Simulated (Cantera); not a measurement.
# Iron carbonyl, mercury and lead vapours: Fe(CO)₅ + O₂ + N₂

Charge: 1 mol Fe(CO)₅, 0.023 mol O₂, 0.11 mol N₂, held at 0.00133 bar.

Cantera equilibrium calculation (NASA polynomials, part measured and part estimated; ideal gas, pure solids and liquids). Candidate condensed phases: C, Fe, Fe(CO)₅, FeO, Fe₂O₃, Fe₃O₄; 27 gas species. Condensed phases not in the tables: cementite and carbon dissolved in iron. Rates play no part.

```json
[
 {"T (K)": "773", "x CO": "0.778", "x CO₂": "0.197", "x N₂": "0.0255", "n C(graphite)": "0.802", "n Fe(α)": "1.00"},
 {"T (K)": "798", "x CO": "0.870", "x CO₂": "0.106", "x N₂": "0.0236", "n C(graphite)": "0.450", "n Fe(α)": "1.00"},
 {"T (K)": "823", "x CO": "0.923", "x CO₂": "0.0544", "x N₂": "0.0225", "n C(graphite)": "0.220", "n Fe(α)": "1.00"},
 {"T (K)": "848", "x CO": "0.951", "x CO₂": "0.0275", "x N₂": "0.0219", "n C(graphite)": "0.0919", "n Fe(α)": "1.00"},
 {"T (K)": "873", "x CO": "0.964", "x CO₂": "0.0141", "x N₂": "0.0216", "n C(graphite)": "0.0255", "n Fe(α)": "1.00"},
 {"T (K)": "898", "x CO": "0.969", "x CO₂": "0.00900", "x N₂": "0.0215", "n C(graphite)": "0", "n Fe(α)": "1.00"},
 {"T (K)": "923", "x CO": "0.969", "x CO₂": "0.00900", "x N₂": "0.0215", "n C(graphite)": "0", "n Fe(α)": "1.00"},
 {"T (K)": "948", "x CO": "0.969", "x CO₂": "0.00900", "x N₂": "0.0215", "n C(graphite)": "0", "n Fe(α)": "1.00"}
]
```
x: gas mole fraction; n: condensed amount in mol.

From 773 K to 873 K the condensed part is C(graphite) + Fe(α). From 898 K to 948 K the condensed part is Fe(α).
